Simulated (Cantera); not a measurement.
A perfectly stirred reactor is fed with NH3 : N2 = 1 : 18 (molar parts), at 100000 Pa; it is held at 2275 K, and followed from long to short residence time.

Model: the gas-phase N/H chemistry of the illustrative SiF4/NH3 mechanism in the Surface Chemkin manual (1991), integrated in Cantera. Walls and surfaces, which speed up NH3 decomposition in real reactors, are not modelled.

Problem. What does this change do: pressure from 100000 Pa to 1900 Pa?

Solution. 
```csv
quantity,before,after
x(NH3) at τ = 4.70 s,2.86e-5,0.00105
x(N2H4) at τ = 4.70 s,<1e-12,2.18e-12
x(N) at τ = 4.70 s,2.70e-6,7.07e-6
x(H) at τ = 4.70 s,0.00222,0.000933
x(NH) at τ = 4.70 s,1.83e-6,1.15e-5
x(NH3) at τ = 96.0 ms,0.00152,0.0251
x(N2H4) at τ = 96.0 ms,1.51e-10,2.61e-10
x(N) at τ = 96.0 ms,5.04e-6,8.26e-6
x(H) at τ = 96.0 ms,0.000731,0.000236
x(NH) at τ = 96.0 ms,1.04e-5,3.95e-5
```
